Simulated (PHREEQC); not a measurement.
# Leach liquor: speciation

Consider water at 25 °C and 300 atm with 0.088 mol/kgw HCl, 5.7e-05 mol/kgw MnSO4 and 0.094 mol/kgw Fe2(SO4)3. Closed to the air; pH follows from the charge balance.

All values are PHREEQC results (ion-association model, phreeqc.dat), not measurements.

Each row changes one thing in this solution. Precipitation was switched off in this run.

| case | pH | ionic strength (mol/kgw) | SO4-2 (mol/kgw) | HSO4- (mol/kgw) | Mn+2 (mol/kgw) | MnSO4 (mol/kgw) |
|---|---|---|---|---|---|---|
| as made | 1.54 | 0.319 | 0.0430 | 0.0299 | 3.83e-5 | 1.49e-5 |
| temperature from 25 to 75 °C | 1.74 | 0.332 | 0.0362 | 0.0554 | 3.21e-5 | 2.24e-5 |
| Fe2(SO4)3 from 0.094 to 0.0094 mol/kgw | 1.21 | 0.121 | 0.00466 | 0.00938 | 4.68e-5 | 3.79e-6 |
| HCl replaced by CuCl2 at the same molality | 2.36 | 0.488 | 0.0572 | 0.00520 | 3.69e-5 | 1.38e-5 |
| diluted 100-fold with water | 2.85 | 0.00681 | 0.00159 | 0.000124 | 5.16e-7 | 5.30e-8 |
| HCl left out | 2.42 | … | 0.0569 | 0.00554 | 3.61e-5 | 2.09e-5 |
| diluted 2-fold with water | … | 0.166 | 0.0251 | 0.0141 | … | 7.16e-6 |
| Fe2(SO4)3 replaced by Al2(SO4)3 at the same molality | 1.42 | 0.395 | 0.0439 | 0.0378 | 3.96e-5 | 1.34e-5 |

Some entries are withheld; supply them.


- HCl left out, ionic strength (mol/kgw): 0.268
- diluted 2-fold with water, pH: 1.73
- diluted 2-fold with water, Mn+2 (mol/kgw): 2.01e-5

Complexes and solids missing from the database can't appear. Some of these states are supersaturated (in Hematite (slow to form), Goethite (slow to form), for instance). Under pressure, the constants of complexes without a molar volume in the database are unreliable. At this temperature some constants are extrapolated from 25 °C, and those without enthalpy data are left unchanged.
